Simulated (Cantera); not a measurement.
Charge: 1 mol Si, 0.68 mol F₂, 0.47 mol N₂, held at 300 °C and 1330 Pa.

These are equilibrium values from Cantera (NASA tables, ideal gas, pure condensed phases), not measurements of a reactor. Candidate condensed phases: Si, Si₃N₄; 16 gas species. N₂ is the only nitrogen source here; it is nearly inert below about 1500 K, so the nitride shown seldom forms there in practice. The numbers say what is thermodynamically allowed, not how fast it happens.

Q: What is the equilibrium state?

A: 
```
Property                              Result
--------------------------------  ----------
x(SiF₄)                                0.919
x(N₂)                                 0.0811
n(Si₃N₄(s))                        0.220 mol
gas amount                        0.3700 mol
log10 activity of Si(s) (absent)      -14.91
```
